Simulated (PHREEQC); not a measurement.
Make-up at 54 °C: 0.052 mol/kgw NaH2PO4, 0.0026 mol/kgw HF and 0.0019 mol/kgw H4SiO4. Closed to the air; pH follows from the charge balance.

All values are PHREEQC results (ion-association model, phreeqc.dat), not measurements.

This is a speciation only: nothing precipitates in the calculation.

Order these F species by the share of F that they hold, largest first: HF2-, F-, SiF6-2, HF, NaF.

F- (68 %), HF (28 %), SiF6-2 (1.8 %), NaF (1.3 %), HF2- (0.44 %)

The pH is 3.70 and the ionic strength 0.0522 mol/kgw. Examples of supersaturated solids here: Quartz (slow to form), Chalcedony (slow to form). Others may be too. Constants without temperature data keep their 25 °C values here. SiF6-2 is the database's only silicon fluoride.
